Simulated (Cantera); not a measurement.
A Cantera script and what it prints.

```python
import numpy as np
import cantera as ct

gas_names = [...]  # 113 gases of nasa_gas.yaml made of C, Cu, H, O
cond_names = """
    C(gr) C6H6(L) C7H8(L) C8H18(L),n-octa Cu(cr) Cu(L) CuO(s) CuO2H2(s) Cu2O(s) Cu2O(L) H2O(s) H2O(L)
""".split()


# ... load() reads the species with a 1 bar reference pressure and builds the phases ...
atoms = {
    'CuO': {'Cu': 1, 'O': 1},
    'CH4': {'C': 1, 'H': 4},
    'CO': {'C': 1, 'O': 1},
}
top_T = {'C(gr)': 4500, 'CuO(s)': 1390}  # K; cautious upper limits of use, not melting points


# ... equilibrate(T, P, feed) seeds the gas with the atoms and calls Mixture.equilibrate('TP', solver="vcs", rtol=1e-11, max_steps=5000) ...
results = []
feed = {'CuO': 1, 'CH4': 0.39, 'CO': 1}  # mol
P = 133.322  # Pa
for T in [2248, 2298, 2348, 2398, 2448, 2498, 2548]:
    mix = equilibrate(T, P, feed)
    results.append((T, P, feed, dict(zip(mix.species_names, mix.species_moles))))

top = {s: max(r[3][s] / sum(r[3][g] for g in gas_names) for r in results) for s in gas_names}
cols = sorted((s for s in top if top[s] > 0.001), key=lambda s: -top[s])[:8]
seen = [c for c in cond_names if any(r[3].get(c, 0) > 1e-12 for r in results)]
print("log10 of partial pressures in bar; condensed amounts in mol")
print(f"{'T/K':>10s}" + "".join(f"{s[:9]:>10s}" for s in cols + seen))
for T, P, feed, n in results:
    ng = sum(n[g] for g in gas_names)
    print(f"{T:10.4g}" + "".join(f"{np.log10(max(n[s] / ng * P / 1e5, 1e-99)):10.3f}" for s in cols)
          + "".join(f"{n.get(c, 0):10.4g}" for c in seen))
```

Result:

```
log10 of partial pressures in bar; condensed amounts in mol
       T/K        CO        Cu         H       H2O        H2       CO2         O        OH
      2248    -3.327    -3.395    -4.074    -3.873    -3.881    -4.054    -5.246    -4.891
      2298    -3.330    -3.402    -3.972    -3.909    -3.906    -4.080    -5.000    -4.768
      2348    -3.333    -3.410    -3.876    -3.960    -3.934    -4.119    -4.777    -4.666
      2398    -3.337    -3.421    -3.786    -4.031    -3.967    -4.172    -4.580    -4.587
      2448    -3.342    -3.434    -3.703    -4.125    -4.005    -4.243    -4.410    -4.533
      2498    -3.347    -3.447    -3.630    -4.245    -4.052    -4.331    -4.265    -4.506
      2548    -3.353    -3.462    -3.566    -4.392    -4.112    -4.435    -4.145    -4.506
```

Equilibrium computed with Cantera from the NASA thermochemical tables; the gas is ideal and each condensed phase is pure.
